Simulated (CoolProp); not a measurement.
Properties of C3F8 (R218) along the isotherm 232.6 K.

Values from CoolProp's reference Helmholtz-energy equation of state, Lemmon 2006. It is a short technical equation, of lower accuracy than the large ones.

```tsv
p (kPa)	phase	expansivity (1/kK)	viscosity (µPa s)	Prandtl number	fugacity coefficient
440	liquid	2.369	467	7.14	0.1889
880	liquid	2.348	472	7.17	0.09699
1320	liquid	2.328	476	7.20	0.06638
1760	liquid	2.308	480	7.23	0.05110
2200	liquid	2.289	484	7.27	0.04197
2640	liquid	2.270	489	7.30	0.03590
3080	liquid	2.252	493	7.33	0.03158
3520	liquid	2.234	497	7.36	0.02837
3960	liquid	2.217	501	7.39	0.02588
```

Viscosity comes from a separate model (Huber 2003), an estimate that may be off by 10 % or more. Thermal conductivity comes from a separate model (Huber 2003), an estimate that may be off by 10 % or more.
